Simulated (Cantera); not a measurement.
An isothermal, constant-pressure homogeneous reactor starts with 0.282 % CO, 2.53 % O2, 0.0117 % H2O, 97.2 % N2, equivalence ratio 0.056, at 1325 K and 760 Torr.

Detailed kinetics in Cantera: GRI-Mech 3.0 (53 species, 325 reactions).

x: mole fraction; the columns are a selection and need not sum to one.

| t (s) | x CO | x O2 | x H2O | x OH | x NO | x O |
|---|---|---|---|---|---|---|
| 2.00e-5 | 0.00282 | 0.0253 | 0.000117 | <1e-12 | <1e-12 | 4.27e-10 |
| 8.43e-5 | 0.00282 | 0.0253 | 0.000117 | 7.37e-12 | <1e-12 | 1.80e-9 |
| 0.000356 | 0.00282 | 0.0253 | 0.000117 | 1.02e-10 | <1e-12 | (withheld) |
| 0.00150 | 0.00282 | 0.0253 | 0.000117 | 1.54e-9 | <1e-12 | 3.58e-8 |
| 0.00632 | 0.00282 | 0.0253 | 0.000117 | 6.23e-8 | <1e-12 | 7.33e-7 |
| 0.0267 | 0.00166 | 0.0246 | 0.000105 | 1.55e-5 | 1.65e-7 | 0.000222 |
| 0.112 | 0.000159 | 0.0240 | 0.000114 | 5.67e-6 | 1.24e-6 | 2.54e-5 |
| 0.474 | 7.90e-6 | 0.0239 | 0.000116 | 1.72e-6 | 1.61e-6 | 1.91e-6 |
| 2.00 | (withheld) | 0.0239 | 0.000117 | (withheld) | 1.67e-6 | (withheld) |

Problem. Fill in the missing entries.

Solution. 
- 0.000356, x O: 7.58e-9
- 2.00, x CO: 1.81e-7
- 2.00, x OH: 5.45e-7
- 2.00, x O: 1.68e-7
